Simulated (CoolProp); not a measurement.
Vapour-liquid equilibrium of R22 (1) + n-hexane (2) at 317.4 K; x and y are mole fractions of (1).

Computed with CoolProp (multi-fluid Helmholtz-energy mixture model, Kamei 1995 and Thol 2019; pair parameters Bell 2016).

Task: Give the bubble pressure and the first vapour's composition at x = 0.05, 0.15, 0.65. Is there an azeotrope?

Result: x = 0.05: 0.1497 MPa, y = 0.709; x = 0.15: 0.3551 MPa, y = 0.880; x = 0.65: 1.132 MPa, y = 0.972. No azeotrope shows between x = 0.05 and 0.95.

Pair parameters are fitted to limited data, so mixtures are less certain than the pure fluids. The gap from Raoult's law changes sign with composition, which may be real or a fault of the pair parameters; it wasn't checked against measurements.
